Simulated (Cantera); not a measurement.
**Thermodynamics of halide evaporation, hydrolysis and transport, feed MgF2 + O2 + N2**

Feed: 1 mol MgF2, 7.9 mol O2, a varied amount of N2, held at 16.0 Pa.

Method: chemical equilibrium by Gibbs-energy minimisation in Cantera with the NASA 1993 tables (ideal gas, pure condensed phases). Candidate condensed phases: Mg, MgF2, MgO; 24 gas species. Equilibrium is a limit: real reactors are often held back by kinetics, nucleation or transport.

### Question
Map the stable condensed phases over T = 1173, 1223, 1273, 1323, 1373, 1423, 1473, 1523, 1573, 1623 K and n(N2) in mol = 2.6, 4.7, 8.2, 14, 26, 45, 79, 140, 250, 430.

### Answer
```
T in K \ n(N2) in mol
         2.6 4.7 8.2  14  26  45  79 140 250 430
   1623    A   A   A   A   A   A   A   A   B   B
   1573    A   A   A   A   A   A   A   A   A   A
   1523    A   A   A   A   A   A   A   A   A   A
   1473    A   A   A   A   A   A   A   A   A   A
   1423    C   C   B   A   A   A   A   A   A   A
   1373    C   C   C   C   C   B   B   A   A   A
   1323    C   C   C   C   C   C   C   C   B   B
   1273    C   C   C   C   C   C   C   C   C   C
   1223    C   C   C   C   C   C   C   C   C   C
   1173    C   C   C   C   C   C   C   C   C   C
```
A: MgO; B: gas only; C: MgF2.
